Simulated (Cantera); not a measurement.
An adiabatic, constant-pressure homogeneous reactor starts with H2 : O2 : N2 : H2O = 1 : 0.208 : 0.783 : 0.42 (molar parts), at 1675 K and 4.40 bar. Integrator tolerance rtol = 1e-08.

Model: GRI-Mech 3.0 (53 species, 325 reactions), integrated in Cantera. The hydrogen kinetics of GRI-Mech 3.0 are dated; newer H2 mechanisms differ, most at raised pressure.

**Question.** What does this change do: pressure from 4.40 bar to 2.00 bar?

**Answer.** 
```json
[
 {"quantity": "time of steepest temperature rise", "before": "2.59 µs", "after": "5.52 µs"},
 {"quantity": "temperature at 0.200 s", "before": "2687 K", "after": "2654 K"},
 {"quantity": "equilibrium temperature", "before": "2687 K", "after": "2654 K"},
 {"quantity": "x(H2) at 0.200 s", "before": "0.259 (gas-phase equilibrium 0.259)", "after": "0.257 (gas-phase equilibrium 0.257)"},
 {"quantity": "x(O2) at 0.200 s", "before": "8.97e-5 (gas-phase equilibrium 8.97e-5)", "after": "0.000150 (gas-phase equilibrium 0.000150)"},
 {"quantity": "x(H2O) at 0.200 s", "before": "0.370 (gas-phase equilibrium 0.370)", "after": "0.368 (gas-phase equilibrium 0.368)"},
 {"quantity": "x(H) at 0.200 s", "before": "0.0132 (gas-phase equilibrium 0.0132)", "after": "0.0172 (gas-phase equilibrium 0.0172)"},
 {"quantity": "x(NO) at 0.200 s", "before": "0.000432 (gas-phase equilibrium 0.000432)", "after": "0.000531 (gas-phase equilibrium 0.000531)"},
 {"quantity": "x(H2O2) at 0.200 s", "before": "7.54e-8 (gas-phase equilibrium 7.54e-8)", "after": "6.13e-8 (gas-phase equilibrium 6.13e-8)"},
 {"quantity": "x(O) at 0.200 s", "before": "0.000155 (gas-phase equilibrium 0.000155)", "after": "0.000258 (gas-phase equilibrium 0.000258)"}
]
```

**Question.** What does this change do: pressure from 4.40 bar to 4.00 bar?

**Answer.** 
| quantity | before | after |
|---|---|---|
| time of steepest temperature rise | 2.59 µs | 2.83 µs |
| temperature at 0.200 s | 2687 K | 2683 K |
| equilibrium temperature | 2687 K | 2683 K |
| x(H2) at 0.200 s | 0.259 (gas-phase equilibrium 0.259) | 0.259 (gas-phase equilibrium 0.259) |
| x(O2) at 0.200 s | 8.97e-5 (gas-phase equilibrium 8.97e-5) | 9.57e-5 (gas-phase equilibrium 9.57e-5) |
| x(H2O) at 0.200 s | 0.370 (gas-phase equilibrium 0.370) | 0.370 (gas-phase equilibrium 0.370) |
| x(H) at 0.200 s | 0.0132 (gas-phase equilibrium 0.0132) | 0.0137 (gas-phase equilibrium 0.0137) |
| x(NO) at 0.200 s | 0.000432 (gas-phase equilibrium 0.000432) | 0.000444 (gas-phase equilibrium 0.000444) |
| x(H2O2) at 0.200 s | 7.54e-8 (gas-phase equilibrium 7.54e-8) | 7.37e-8 (gas-phase equilibrium 7.37e-8) |
| x(O) at 0.200 s | 0.000155 (gas-phase equilibrium 0.000155) | 0.000165 (gas-phase equilibrium 0.000165) |
